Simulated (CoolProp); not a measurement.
Vapour-liquid equilibrium of isohexane (1) + benzene (2) at 10.85 °C; x and y are mole fractions of (1).

Model: multi-fluid Helmholtz-energy mixture model, Lemmon 2006 and Thol 2012; pair parameters Bell 2016, in CoolProp.

Question: Give the bubble pressure and the first vapour's composition at x = 0.05, 0.5, 0.95. Is there an azeotrope?

Answer: x = 0.05: 7.645 kPa, y = 0.208; x = 0.5: 12.63 kPa, y = 0.687; x = 0.95: 14.97 kPa, y = 0.964. No azeotrope shows between x = 0.05 and 0.95.

Pair parameters are fitted to limited data, so mixtures are less certain than the pure fluids.
